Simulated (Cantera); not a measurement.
Feed: 1 mol TiCl4, a varied amount of H2O, at 1650 K and 16.0 mbar.

These are equilibrium values from Cantera (NASA tables, ideal gas, pure condensed phases), not measurements of a reactor. Candidate condensed phases: H2O, Ti, TiCl2, TiCl3, TiCl4, TiO, TiO2, Ti2O3, Ti3O5, Ti4O7; 23 gas species. The tables' values for TiCl2 are old estimates; treat these amounts as uncertain. Gases not in the tables: TiO(OH)2. Rates play no part.

x: gas mole fraction; n: condensed amount in mol.

| n(H2O) (mol) | x HCl | x H2O | x TiCl4 | x TiCl3 | x Cl | x H2 | x Cl2 | n TiO2(rutile) |
|---|---|---|---|---|---|---|---|---|
| 0.42 | 0.495 | 4.49e-5 | 0.426 | 0.0398 | 0.0378 | 5.42e-5 | 0.00107 | 0.209 |
| 0.72 | 0.670 | 0.000104 | 0.267 | 0.0313 | 0.0302 | 0.000156 | 0.000682 | 0.359 |
| 1.2 | 0.838 | 0.000243 | 0.119 | 0.0204 | 0.0208 | 0.000515 | 0.000322 | 0.599 |
| 2.1 | ___ | ___ | ___ | ___ | ___ | ___ | ___ | 1.000 |
| 3.5 | 0.718 | 0.272 | 5.15e-8 | 2.70e-8 | 0.00676 | 0.00357 | 3.41e-5 | 1.000 |
| 6 | ___ | ___ | ___ | ___ | ___ | 0.00309 | ___ | 1.000 |
| 10 | 0.329 | 0.664 | 3.80e-10 | 3.89e-10 | 0.00347 | 0.00286 | 8.95e-6 | 1.00 |
| 17 | 0.208 | 0.786 | 4.32e-11 | 6.86e-11 | 0.00223 | 0.00275 | 3.71e-6 | 1.00 |
| 30 | 0.123 | 0.871 | 4.37e-12 | 1.16e-11 | 0.00134 | 0.00271 | 1.33e-6 | 1.00 |

### Question
Complete the blanks.

### Answer

- 6, x HCl: 0.494
- 6, x H2O: 0.498
- 6, x TiCl4: 3.42e-9
- 6, x TiCl3: 2.43e-9
- 6, x Cl: 0.00500
- 6, x Cl2: 1.86e-5
- 2.1, x HCl: 0.963
- 2.1, x H2O: 0.0243
- 2.1, x TiCl4: 2.08e-5
- 2.1, x TiCl3: 8.80e-6
- 2.1, x Cl: 0.00836
- 2.1, x H2: 0.00421
- 2.1, x Cl2: 5.21e-5
